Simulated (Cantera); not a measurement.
Mixture: CH4 : C2H6 : C3H8 : O2 : N2 = 1 : 0.1 : 0.041 : 2.75 : 10.3 (molar parts), at 0.480 bar, adiabatic and at constant pressure. Ignition delay is the time to a rise of 400 K.

Detailed kinetics in Cantera: GRI-Mech 3.0 (53 species, 325 reactions).

Question: Predict: delay at 1148 K; delay at 1298 K; delay at 1448 K; delay at 1598 K; delay at 1748 K; apparent activation energy between 1598 and 1748 K.

Answer: 
| Property | Result |
|---|---|
| delay at 1148 K | 16.6 ms |
| delay at 1298 K | 2.27 ms |
| delay at 1448 K | 0.465 ms |
| delay at 1598 K | 0.146 ms |
| delay at 1748 K | 63.6 µs |
| apparent activation energy between 1598 and 1748 K | 130 kJ/mol |
